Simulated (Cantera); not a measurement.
Input: 1 mol SiHCl3, 0.7 mol HCl, 25 mol N2, held at 4.65 Torr.

Equilibrium computed with Cantera from the NASA thermochemical tables; the gas is ideal and each condensed phase is pure. Candidate condensed phases: NH4Cl, Si, Si3N4; 28 gas species. N2 is the only nitrogen source here; it is nearly inert below about 1500 K, so the nitride shown seldom forms there in practice. Kinetics and transport are ignored.

### Question
What share of the Si ends up in condensed phases as a function of T (K), at 1123, 1173, 1223, 1273, 1323, 1373, 1423, 1473, 1523, 1573, 1623, 1673, 1723?

### Answer
| T (K) | Si condensed (%) | as |
|---|---|---|
| 1123 | 44.1 | Si3N4(s) |
| 1173 | 43.8 | Si3N4(s) |
| 1223 | 42.6 | Si3N4(s) |
| 1273 | 39.7 | Si3N4(s) |
| 1323 | 33.4 | Si3N4(s) |
| 1373 | 22.6 | Si3N4(s) |
| 1423 | 8.1 | Si3N4(s) |
| 1473 | 0.0 | - |
| 1523 | 0.0 | - |
| 1573 | 0.0 | - |
| 1623 | 0.0 | - |
| 1673 | 0.0 | - |
| 1723 | 0.0 | - |
